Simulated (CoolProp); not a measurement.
Water along the isobar 31.8 MPa: fugacity coefficient from the reference equation and from simpler models built on Tc = 647.1 K, pc = 22.06 MPa, ω = 0.344; each cubic takes its own stable root.

The numbers come from the reference Helmholtz-energy equation of state, Wagner 2002 in CoolProp.

| T (K) | phase | reference | van der Waals | Redlich-Kwong | Soave-Redlich-Kwong | Peng-Robinson |
|---|---|---|---|---|---|---|
| 447.1 | liquid | 0.03045 | 0.1537 | 0.06344 | 0.03276 | 0.03186 |
| 484.6 | liquid | 0.06525 | 0.2141 | 0.1150 | 0.07161 | 0.06900 |
| 522.1 | liquid | 0.1217 | 0.2827 | 0.1851 | 0.1346 | 0.1290 |
| 559.7 | liquid | 0.2034 | 0.3577 | 0.2721 | 0.2243 | 0.2145 |
| 597.2 | liquid | 0.3100 | 0.4361 | 0.3708 | 0.3377 | 0.3228 |
| 634.7 | liquid | 0.4370 | 0.5151 | 0.4747 | 0.4658 | 0.4455 |
| 672.2 | supercritical | 0.5711 | 0.5908 | 0.5736 | 0.5896 | 0.5643 |
| 709.7 | supercritical | 0.6690 | 0.6566 | 0.6507 | 0.6780 | 0.6494 |
| 747.2 | supercritical | 0.7329 | 0.7060 | 0.7050 | 0.7399 | 0.7102 |
